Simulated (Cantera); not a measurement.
Input: 1 mol CuO, 0.91 mol CH4, 0.23 mol CO, 1.2 mol C, equilibrated at 1502 °C and 0.120 Torr.

Equilibrium computed with Cantera from the NASA thermochemical tables; the gas is ideal and each condensed phase is pure. Candidate condensed phases: C, C6H6, C7H8, C8H18, Cu, CuO, Cu(OH)2, Cu2O, H2O; 113 gas species. The numbers say what is thermodynamically allowed, not how fast it happens.

Base state: H2 0.438, CO 0.301, Cu 0.245, H 0.0151, C2H2 (acetylene) 6.24e-5, Cu2 4.08e-5 (mole fractions); condensed: C(graphite).

Problem. What changes in the equilibrium state with this change: pressure from 0.120 Torr to 0.488 Torr?

Solution. 
```csv
species,before,after
H2,0.438,0.444
CO,0.301,0.303
Cu,0.245,0.246
H,0.0151,0.00756
Cu2,4.08e-5,0.000167
C2H2 (acetylene),6.24e-5,6.32e-5
"C(graphite), mol",1.11,1.11
```

Problem. What changes in the equilibrium state with this change: pressure from 0.120 Torr to 7.50 Torr?

Solution. 
| species | before | after |
|---|---|---|
| H2 | 0.438 | 0.571 |
| CO | 0.301 | 0.387 |
| Cu | 0.245 | 0.0404 |
| H | 0.0151 | 0.00219 |
| Cu2 | 4.08e-5 | 6.94e-5 |
| C2H2 (acetylene) | 6.24e-5 | 8.13e-5 |
| C(graphite), mol | 1.11 | 1.11 |
| Cu(l), mol | 0 | 0.871 |

Problem. What changes in the equilibrium state with this change: temperature from 1502 °C to 1202 °C?

Solution. 
```tsv
species	before	after
H2	0.438	0.576
CO	0.301	0.390
Cu	0.245	0.0335
H	0.0151	0.000778
C2H2 (acetylene)	6.24e-5	3.84e-6
Cu2	4.08e-5	1.11e-5
C(graphite), mol	1.11	1.11
Cu(l), mol	0	0.894
```
